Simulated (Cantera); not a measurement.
## Thermodynamics of nitride etching, feed BN + O2 + H2O

Feed: 1 mol BN, a varied amount of O2, 0.68 mol H2O, equilibrated at 1673 K and 77.0 Pa.

Method: chemical equilibrium by Gibbs-energy minimisation in Cantera with the NASA 1993 tables (ideal gas, pure condensed phases). Candidate condensed phases: B, BN, B2O3, B3O3H3, H2O; 39 gas species. Gases not in the tables: H3BO3. The numbers say what is thermodynamically allowed, not how fast it happens.

| n(O2) (mol) | log p O2 | log p HBO2 | log p H2 | log p N2 | log p B2O3 | log p H2O | log p B2O2 | log p HBO | log p BO | n BN(s) |
|---|---|---|---|---|---|---|---|---|---|---|
| 0.12 | <-15 | -4.96 | -3.48 | -3.70 | -4.05 | -7.11 | -4.18 | -4.18 | -5.06 | 0.265 |
| 0.19 | <-15 | -4.94 | -3.52 | -3.67 | -4.01 | -7.12 | -4.16 | -4.18 | -5.05 | 0.159 |
| 0.3 | <-15 | -4.90 | -3.57 | -3.64 | -3.94 | -7.11 | -4.15 | -4.20 | -5.05 | 0 |
| 0.47 | -13.12 | -3.94 | -3.61 | -3.64 | -3.78 | -5.35 | -5.80 | -5.05 | -5.87 | 0 |
| 0.75 | -6.16 | -3.45 | -5.62 | -3.64 | -4.28 | -3.88 | -9.78 | -8.04 | -7.86 | 0 |
| 1.2 | -3.80 | -3.56 | -6.90 | -3.75 | -4.40 | -3.97 | -11.07 | -9.33 | -8.51 | 0 |
| 1.9 | -3.51 | -3.69 | -7.16 | -3.87 | -4.52 | -4.09 | -11.34 | -9.60 | -8.65 | 0 |
| 3 | -3.36 | -3.83 | -7.38 | -4.01 | -4.67 | -4.24 | -11.57 | -9.82 | -8.76 | 0 |
| 4.8 | -3.27 | -4.00 | -7.59 | -4.18 | -4.84 | -4.40 | -11.78 | -10.03 | -8.86 | 0 |
| 7.7 | -3.21 | -4.18 | -7.79 | -4.36 | -5.03 | -4.57 | -11.99 | -10.24 | -8.97 | 0 |
| 12 | -3.18 | -4.35 | -7.98 | -4.53 | -5.21 | -4.75 | -12.19 | -10.43 | -9.07 | 0 |
log p: log10 of the partial pressure in bar; n: condensed amount in mol.

From 0.12 mol O2 to 0.19 mol O2 the condensed part is BN(s). From 0.3 mol O2 to 12 mol O2 nothing is condensed.
